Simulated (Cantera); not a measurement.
A perfectly stirred reactor is fed with C₂H₆ : N₂ = 1 : 19 (molar parts), at 0.987 atm; it is held at 1375 K, and followed from long to short residence time.

Detailed kinetics in Cantera: GRI-Mech 3.0 (53 species, 325 reactions). GRI-Mech 3.0 stops at C3 and has no aromatics, soot or wall deposition, so with more carbon than oxygen in the feed, carbon stays in small species such as C2H2 where larger ones or solid carbon would form.

Predict: x(C₂H₆) at τ = 3.30 s; x(H₂) at τ = 3.30 s; x(C₂H₄) at τ = 3.30 s; x(CH₄) at τ = 3.30 s; x(CH₃) at τ = 3.30 s; x(C₂H₆) at τ = 23.0 ms; x(H₂) at τ = 23.0 ms; x(C₂H₄) at τ = 23.0 ms; x(CH₄) at τ = 23.0 ms; x(CH₃) at τ = 23.0 ms.


```
Property                 Result
----------------------  -------
x(C₂H₆) at τ = 3.30 s   8.63e-5
x(H₂) at τ = 3.30 s      0.0669
x(C₂H₄) at τ = 3.30 s   0.00320
x(CH₄) at τ = 3.30 s     0.0149
x(CH₃) at τ = 3.30 s    1.14e-5
x(C₂H₆) at τ = 23.0 ms  0.00255
x(H₂) at τ = 23.0 ms     0.0585
x(C₂H₄) at τ = 23.0 ms   0.0134
x(CH₄) at τ = 23.0 ms    0.0110
x(CH₃) at τ = 23.0 ms   5.54e-5
```
